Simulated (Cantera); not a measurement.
An adiabatic, constant-pressure homogeneous reactor starts with 13.9 % CH₄, 1.67 % C₂H₆, 17.7 % O₂, 66.7 % N₂, equivalence ratio 1.9, at 1250 K and 900 Torr.

Detailed kinetics in Cantera: GRI-Mech 3.0 (53 species, 325 reactions).

Predict: time of steepest temperature rise; temperature at 2.00 s; equilibrium temperature; x(O₂) at 2.00 s; x(H₂O) at 2.00 s; x(CO) at 2.00 s; x(OH) at 2.00 s.


| Quantity | Result |
|---|---|
| time of steepest temperature rise | 3.03 ms |
| temperature at 2.00 s | 2374 K |
| equilibrium temperature | 2374 K |
| x(O₂) at 2.00 s | 7.09e-6 (gas-phase equilibrium 7.09e-6) |
| x(H₂O) at 2.00 s | 0.133 (gas-phase equilibrium 0.133) |
| x(CO) at 2.00 s | 0.127 (gas-phase equilibrium 0.127) |
| x(OH) at 2.00 s | 0.000806 (gas-phase equilibrium 0.000806) |
